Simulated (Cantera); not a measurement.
## Adiabatic ignition

An adiabatic, constant-pressure homogeneous reactor starts with 6.91 % CH4, 0.629 % H2, 17.9 % O2, 57.3 % N2, 17.3 % CO2, at 1325 K and 4.93 atm.

Computed with Cantera and GRI-Mech 3.0 (53 species, 325 reactions).

```tsv
t (s)	T (K)	x CH4	x H2	x O2	x C2H6	x CO	x H
7.00e-6	1325	0.0691	0.00629	0.179	3.65e-11	4.40e-10	1.32e-9
1.99e-5	1325	0.0691	0.00629	0.179	1.15e-9	2.49e-9	3.18e-9
5.68e-5	1325	0.0691	0.00629	0.179	6.45e-8	2.76e-8	1.38e-8
0.000162	1325	0.0690	0.00627	0.179	9.85e-6	1.33e-6	1.18e-7
0.000461	1330	0.0681	0.00620	0.178	0.000218	7.78e-5	3.12e-7
0.00131	2479	<1e-12	0.00166	0.0440	<1e-12	0.0166	0.000438
0.00374	2480	<1e-12	0.00162	0.0427	<1e-12	0.0161	0.000416
0.0107	2474	<1e-12	0.00161	0.0409	<1e-12	0.0160	0.000405
0.0304	2471	<1e-12	0.00161	0.0399	<1e-12	0.0159	0.000399
0.0865	2471	<1e-12	0.00160	0.0398	<1e-12	0.0159	0.000399
0.246	2471	<1e-12	0.00160	0.0398	<1e-12	0.0159	0.000399
0.702	2471	<1e-12	0.00160	0.0398	<1e-12	0.0159	0.000399
2.00	2471	<1e-12	0.00160	0.0398	<1e-12	0.0159	0.000399
```
x: mole fraction; the columns are a selection and need not sum to one.

```yaml
time_of_steepest_temperature_rise: 1.17 ms
temperature at 2.00 s: 2471 K
equilibrium_temperature: 2471 K
x(CH4) at 2.00 s: <1e-12 (gas-phase equilibrium <1e-12)
x(H2) at 2.00 s: 0.00160 (gas-phase equilibrium 0.00160)
x(O2) at 2.00 s: 0.0398 (gas-phase equilibrium 0.0398)
```
